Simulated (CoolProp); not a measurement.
CHF3 (R23) along the isobar 101 kPa: fugacity coefficient from the reference equation and from simpler models built on Tc = 299.3 K, pc = 4832 kPa, ω = 0.263; each cubic takes its own stable root.

Computed with CoolProp (reference Helmholtz-energy equation of state, Penoncello 2003).

```json
[
 {"T (K)": "131.3", "phase": "liquid", "reference": "0.004621"},
 {"T (K)": "136", "phase": "liquid", "reference": "0.008634"},
 {"T (K)": "140.6", "phase": "liquid", "reference": "0.01519"},
 {"T (K)": "145.3", "phase": "liquid", "reference": "0.02590"},
 {"T (K)": "150", "phase": "liquid", "reference": "0.04248"},
 {"T (K)": "154.6", "phase": "liquid", "reference": "0.06662"},
 {"T (K)": "159.3", "phase": "liquid", "reference": "0.1022"},
 {"T (K)": "164", "phase": "liquid", "reference": "0.1522"},
 {"T (K)": "168.7", "phase": "liquid", "reference": "0.2208"},
 {"T (K)": "173.3", "phase": "liquid", "reference": "0.3104"},
 {"T (K)": "178", "phase": "liquid", "reference": "0.4299"},
 {"T (K)": "182.7", "phase": "liquid", "reference": "0.5833"},
 {"T (K)": "187.3", "phase": "liquid", "reference": "0.7721"},
 {"T (K)": "192", "phase": "gas", "reference": "0.9607"},
 {"T (K)": "196.7", "phase": "gas", "reference": "0.9646"}
]
```

How far does each simpler model (van der Waals, Redlich-Kwong, Peng-Robinson) lie from the reference over these 15 states: mean and median of the absolute difference, and the worst?


- van der Waals: mean 2215.5 %, median 540.9 %, worst +10923.6 % at 131.3 K and 101 kPa
- Redlich-Kwong: mean 119.2 %, median 129.5 %, worst +213.8 % at 131.3 K and 101 kPa
- Peng-Robinson: mean 1.5 %, median 1.0 %, worst +4.1 % at 131.3 K and 101 kPa

At some of these states van der Waals, Redlich-Kwong gives the other phase, because its saturation line lies elsewhere.
